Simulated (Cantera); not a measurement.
An isothermal, constant-pressure homogeneous reactor starts with NO : N2 = 1 : 0.27 (molar parts), at 2000 K and 0.210 bar.

Model: GRI-Mech 3.0 (53 species, 325 reactions), integrated in Cantera.

x: mole fraction; the columns are a selection and need not sum to one.

```
t (s)       x NO   x N2       x O     x N2O     x NO2      x O2
--------  ------  -----  --------  --------  --------  --------
1.00e-6    0.787  0.213   1.51e-7   1.51e-7  2.24e-10  1.90e-11
7.50e-6    0.787  0.213       ___       ___       ___       ___
5.62e-5    0.787  0.213   7.99e-6   8.38e-6   6.38e-7   5.80e-8
0.000422   0.787  0.213   4.82e-5   5.72e-5   2.06e-5   3.40e-6
0.00316    0.786  0.213  0.000182  0.000226  0.000128  0.000299
0.0237     0.778  0.217       ___       ___       ___       ___
0.178      0.718  0.247  0.000335  0.000213  0.000248    0.0343
1.33       0.372  0.420  0.000686   5.05e-5  0.000291     0.207
10.0      0.0218  0.595  0.000909   3.35e-7   2.32e-5     0.382
```

Problem. Complete the blanks.

Solution. 
- 7.50e-6, x O: 1.12e-6
- 7.50e-6, x N2O: 1.13e-6
- 7.50e-6, x NO2: 1.25e-8
- 7.50e-6, x O2: 1.07e-9
- 0.0237, x O: 0.000218
- 0.0237, x N2O: 0.000262
- 0.0237, x NO2: 0.000156
- 0.0237, x O2: 0.00425
